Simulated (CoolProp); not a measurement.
Properties of ethanol along the isotherm 541.4 K (Tc = 514.7 K, pc = 6268 kPa, ω = 0.644).

Computed with CoolProp (reference Helmholtz-energy equation of state, Schroeder 2014).

```json
[
 {"p (kPa)": "348", "phase": "gas", "speed of sound (m/s)": "323.2", "Joule-Thomson coefficient (K/MPa)": "7.988", "fugacity coefficient": "0.9871"},
 {"p (kPa)": "696", "phase": "gas", "speed of sound (m/s)": "320.0", "Joule-Thomson coefficient (K/MPa)": "8.027", "fugacity coefficient": "0.9743"},
 {"p (kPa)": "1040", "phase": "gas", "speed of sound (m/s)": "316.8", "Joule-Thomson coefficient (K/MPa)": "8.069", "fugacity coefficient": "0.9616"},
 {"p (kPa)": "1390", "phase": "gas", "speed of sound (m/s)": "313.5", "Joule-Thomson coefficient (K/MPa)": "8.114", "fugacity coefficient": "0.9487"},
 {"p (kPa)": "1740", "phase": "gas", "speed of sound (m/s)": "310.0", "Joule-Thomson coefficient (K/MPa)": "8.163", "fugacity coefficient": "0.9358"},
 {"p (kPa)": "2090", "phase": "gas", "speed of sound (m/s)": "306.5", "Joule-Thomson coefficient (K/MPa)": "8.215", "fugacity coefficient": "0.9230"},
 {"p (kPa)": "2440", "phase": "gas", "speed of sound (m/s)": "302.8", "Joule-Thomson coefficient (K/MPa)": "8.273", "fugacity coefficient": "0.9101"},
 {"p (kPa)": "2790", "phase": "gas", "speed of sound (m/s)": "299.0", "Joule-Thomson coefficient (K/MPa)": "8.336", "fugacity coefficient": "0.8973"},
 {"p (kPa)": "3130", "phase": "gas", "speed of sound (m/s)": "295.2", "Joule-Thomson coefficient (K/MPa)": "8.403", "fugacity coefficient": "0.8848"}
]
```
